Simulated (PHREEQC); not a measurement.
Solution (25 °C): 0.084 mol/kgw CuSO4 and 0.00069 mol/kgw NaCl. Closed to the air; pH follows from the charge balance.

All values are PHREEQC results (ion-association model, wateq4f.dat), not measurements.

| quantity | before | after |
|---|---|---|
| pH | 4.55 | 5.36 |
| ionic strength (mol/kgw) | 0.178 | 0.00307 |
| SO4-2 (mol/kgw) | 0.0442 | 0.000766 |
| Cu+2 (mol/kgw) | 0.0442 | 0.000762 |
| CuSO4 (mol/kgw) | 0.0397 | 7.41e-5 |
| HSO4- (mol/kgw) | 5.02e-5 | 2.72e-7 |
| SI of Tenorite (CuO) | -0.35 | -0.12 |
| SI of Chalcanthite (CuSO4:5H2O) | -1.06 | -3.80 |

Problem. Which change was made?
(A) NaCl left out
(B) diluted 100-fold with water
(C) temperature from 25 to 65 °C
(D) 0.0033 mol/kgw Cs2CO3 added

Solution. B, diluted 100-fold with water

This is a speciation only: nothing precipitates in the calculation. Some of these states are supersaturated (in Antlerite, Brochantite, for instance).
